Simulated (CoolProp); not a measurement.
Vapour-liquid equilibrium of R227EA (1) + isobutene (2) at 330.9 K; x and y are mole fractions of (1).

The numbers come from the multi-fluid Helmholtz-energy mixture model, Lemmon 2016 and Lemmon 2005; pair parameters Bell 2016 in CoolProp.

```
x     bubble pressure (bar)  y at the bubble point  dew pressure at overall composition x (bar)  liquid density (mol/L)
----  ---------------------  ---------------------  -------------------------------------------  ----------------------
0.05                      …                      …                                        7.721                   9.507
0.2                   10.04                  0.347                                            …                   8.959
0.35                  11.00                      …                                            …                   8.476
0.5                   11.55                  0.565                                            …                   8.066
0.65                  11.81                  0.665                                            …                   7.734
0.8                       …                  0.784                                        11.74                   7.477
0.95                  11.36                  0.938                                        11.32                   7.284
```

Some entries are withheld; supply them.


- 0.05, bubble pressure (bar): 8.283
- 0.05, y at the bubble point: 0.130
- 0.2, dew pressure at overall composition x (bar): 8.814
- 0.35, y at the bubble point: 0.468
- 0.35, dew pressure at overall composition x (bar): 10.06
- 0.5, dew pressure at overall composition x (bar): 11.21
- 0.65, dew pressure at overall composition x (bar): 11.79
- 0.8, bubble pressure (bar): 11.77

y crosses x between x = 0.65 and 0.8: the model has an azeotrope there.

Pair parameters are fitted to limited data, so mixtures are less certain than the pure fluids.
